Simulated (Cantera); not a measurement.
Feed: 1 mol SiC, 0.14 mol CO₂, 200 mol H₂, held at 1625 K and 4700 Pa.

Method: chemical equilibrium by Gibbs-energy minimisation in Cantera with the NASA 1993 tables (ideal gas, pure condensed phases). Candidate condensed phases: C, C₆H₆, C₇H₈, C₈H₁₈, H₂O, Si, SiC, SiO₂; 123 gas species. Rates play no part.

Base state: H₂ 0.998, CO 0.00105, SiO 0.000352, H 0.000325 (mole fractions); condensed: SiC(s).

Q: What changes in the equilibrium state with this change: temperature from 1625 K to 1073 K?

A: 
```json
[
 {"species": "H₂", "before": "0.998", "after": "0.999"},
 {"species": "CH₄", "before": "6.68e-6", "after": "0.00138"},
 {"species": "CO", "before": "0.00105", "after": "1.63e-5"},
 {"species": "SiO", "before": "0.000352", "after": "6.30e-9"},
 {"species": "H", "before": "0.000325", "after": "6.46e-8"},
 {"species": "SiC(s), mol", "before": "0.929", "after": "0.862"},
 {"species": "SiO₂(β-quartz), mol", "before": "0", "after": "0.138"}
]
```
Mutual solubility and eutectic melting of coexisting phases are not modelled.
